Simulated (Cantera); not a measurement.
Input (Python, Cantera) and output of one run.

```python
import numpy as np
import cantera as ct

gas_names = """
    Br Br2 H HBr H2 Si SiBr SiBr2 SiBr3 SiBr4 SiH SiHBr3 SiH2 SiH2Br2 SiH3 SiH3Br SiH4 Si2 Si3
""".split()
cond_names = """
    Br2(cr) Br2(L) Si(cr) Si(L)
""".split()


# ... load() reads the species with a 1 bar reference pressure and builds the phases ...
atoms = {
    'Si': {'Si': 1},
    'Br2': {'Br': 2},
    'H2': {'H': 2},
}
top_T = {}  # K; cautious upper limits of use, not melting points


# ... equilibrate(T, P, feed) seeds the gas with the atoms and calls Mixture.equilibrate('TP', solver="vcs", rtol=1e-11, max_steps=5000) ...
results = []
T = 773  # K
P = 100000  # Pa
for m in [0.16, 0.34, 0.74, 1.6, 3.5, 7.5, 16]:
    feed = {'Si': 1, 'Br2': 0.82, 'H2': m}  # mol
    mix = equilibrate(T, P, feed)
    results.append((T, P, feed, dict(zip(mix.species_names, mix.species_moles))))

top = {s: max(r[3][s] / sum(r[3][g] for g in gas_names) for r in results) for s in gas_names}
cols = sorted((s for s in top if top[s] > 1e-05), key=lambda s: -top[s])[:8]
seen = [c for c in cond_names if any(r[3].get(c, 0) > 1e-12 for r in results)]
print("log10 of partial pressures in bar; condensed amounts in mol")
print(f"{'n(H2)':>10s}" + "".join(f"{s[:9]:>10s}" for s in cols + seen))
for T, P, feed, n in results:
    ng = sum(n[g] for g in gas_names)
    print(f"{feed['H2']:10.4g}" + "".join(f"{np.log10(max(n[s] / ng * P / 1e5, 1e-99)):10.3f}" for s in cols)
          + "".join(f"{n.get(c, 0):10.4g}" for c in seen))
```

Result:

```
log10 of partial pressures in bar; condensed amounts in mol
     n(H2)        H2     SiBr4    SiHBr3       HBr   SiH2Br2     SiBr3    SiH3Br    Si(cr)
      0.16    -0.577    -0.155    -1.483    -2.714    -3.142    -4.339    -5.252    0.5854
      0.34    -0.359    -0.280    -1.467    -2.636    -2.986    -4.433    -4.956    0.5837
      0.74    -0.200    -0.474    -1.533    -2.605    -2.924    -4.578    -4.766    0.5816
       1.6    -0.104    -0.726    -1.674    -2.620    -2.954    -4.767    -4.685    0.5795
       3.5    -0.051    -1.026    -1.873    -2.669    -3.051    -4.993    -4.681    0.5772
       7.5    -0.025    -1.345    -2.099    -2.736    -3.184    -5.232    -4.722    0.5752
        16    -0.012    -1.678    -2.342    -2.812    -3.338    -5.482    -4.786    0.5737
```

Method: chemical equilibrium by Gibbs-energy minimisation in Cantera with the NASA 1993 tables (ideal gas, pure condensed phases). The tables' values for SiBr3 are old estimates; treat these amounts as uncertain.
